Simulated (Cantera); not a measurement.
Charge: 1 mol Cr2O3, a varied amount of H2, 0.51 mol N2, at 59.0 Pa.

These are equilibrium values from Cantera (NASA tables, ideal gas, pure condensed phases), not measurements of a reactor. Candidate condensed phases: Cr, CrN, Cr2N, Cr2O3, H2O; 29 gas species. Mutual solubility and eutectic melting of coexisting phases are not modelled. Equilibrium is a limit: real reactors are often held back by kinetics, nucleation or transport.

Stable condensed phases, one row left out:

```
T in °C \ n(H2) in mol
          16  26  42  70 110 190 310 510 830
   1500    A   A   A   A   A   B   B   B   B
   1450    A   A   A   A   A   A   B   B   B
   1400    A   A   A   A   A   A   A   B   B
   1350    A   A   A   A   A   A   A   A   B
   1300    A   A   A   A   A   A   A   A   A
   1250    A   A   A   A   A   A   A   A   A
   1150    C   C   C   C   C   C   C   C   C
   1100    C   C   C   C   C   C   C   C   C
   1050    C   C   C   C   C   C   C   C   C
   1000    C   C   C   C   C   C   C   C   C
    950    C   C   C   C   C   C   C   C   C
    900    C   C   C   C   C   C   C   C   C
```

A: Cr2O3; B: gas only; C: Cr + Cr2O3.

### Question
Give the row for 1200 °C.

### Answer
16: Cr + Cr2O3; 26: Cr + Cr2O3; 42: Cr + Cr2O3; 70: Cr + Cr2O3; 110: Cr + Cr2O3; 190: Cr + Cr2O3; 310: Cr + Cr2O3; 510: Cr + Cr2O3; 830: Cr + Cr2O3.
